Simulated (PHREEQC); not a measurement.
Polishing slurry liquid

Make-up at 46 °C: 1.1 mmol/kgw HNO3 and 62 mmol/kgw K2SO4. Closed to the air; pH follows from the charge balance.

Model: ion-association model, phreeqc.dat, run in PHREEQC.

Each row changes one thing in this solution. This is a speciation only: nothing precipitates in the calculation.

```csv
case,pH,ionic strength (mol/kgw),KSO4- (mol/kgw),HSO4- (mol/kgw)
as made,3.59,0.156,0.0148,0.000780
HNO3 left out,6.93,0.156,0.0149,___
HNO3 from 0.0011 to 0.0022 mol/kgw,3.29,0.156,0.0146,0.00155
HNO3 from 0.0011 to 0.00055 mol/kgw,3.89,0.156,0.0149,0.000391
K2SO4 from 0.062 to 0.0682 mol/kgw,3.61,___,0.0170,___
```

Problem. Fill in the missing entries.

Solution. 
- HNO3 left out, HSO4- (mol/kgw): 3.61e-7
- K2SO4 from 0.062 to 0.0682 mol/kgw, ionic strength (mol/kgw): 0.170
- K2SO4 from 0.062 to 0.0682 mol/kgw, HSO4- (mol/kgw): 0.000791

Complexes and solids missing from the database can't appear. At this temperature some constants are extrapolated from 25 °C, and those without enthalpy data are left unchanged.
